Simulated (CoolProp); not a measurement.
R141b at 364.84 K and 12 MPa flows at 1.2 m/s in a round tube of 25 mm bore and 15 µm roughness, fully developed (64/Re and Nu = 3.66 if laminar; Colebrook and Gnielinski if turbulent). Each further row changes one setting.

Model: reference Helmholtz-energy equation of state, Lemmon 2006, in CoolProp. It is a short technical equation, of lower accuracy than the large ones.

```csv
case,Reynolds number,Darcy friction factor,pressure drop (Pa/m),heat-transfer coefficient (W/(m² K)),mass flow (kg/h)
as stated,140000,0.0200,652,2180,2410
velocity 2.4 m/s,279000,0.0188,2460,4180,4810
diameter 50 mm,279000,0.0171,279,1940,9620
```

Viscosity comes from a separate model (Huber 2003), an estimate that may be off by 10 % or more. Thermal conductivity comes from a separate model (Huber 2003), an estimate that may be off by 10 % or more.
